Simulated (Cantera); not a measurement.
Feed: 1 mol Si2Cl6, 200 mol H2, 0.76 mol Cl2, held at 1423.15 K and 101000 Pa.

These are equilibrium values from Cantera (NASA tables, ideal gas, pure condensed phases), not measurements of a reactor. Candidate condensed phases: Si; 19 gas species. The feed counts by its element totals alone. The tables' values for SiCl3 are old estimates; treat these amounts as uncertain. Equilibrium is a limit: real reactors are often held back by kinetics, nucleation or transport.

Base state: H2 0.968, HCl 0.0287, SiCl2 0.00256, SiHCl3 0.000404, SiCl3 0.000316, SiH2Cl2 0.000161, SiCl4 0.000154, SiH3Cl 1.86e-5 (mole fractions); condensed: Si(s).

Task: What changes in the equilibrium state with this change: Cl2 from 0.76 to 0.01 mol?

Result: 
```
species       before     after
----------  --------  --------
H2             0.968     0.973
HCl           0.0287    0.0242
SiCl2        0.00256   0.00181
SiCl4       0.000154   7.71e-5
SiCl3       0.000316  0.000188
Si(s), mol      1.26      1.50
```

Task: What changes in the equilibrium state with this change: H2 from 200 to 100 mol?

Result: 
```
species       before     after
----------  --------  --------
H2             0.968     0.943
HCl           0.0287    0.0456
SiCl2        0.00256   0.00664
SiCl4       0.000154   0.00103
SiCl3       0.000316   0.00132
SiHCl3      0.000404   0.00166
SiH2Cl2     0.000161  0.000407
Si(s), mol      1.26     0.854
```
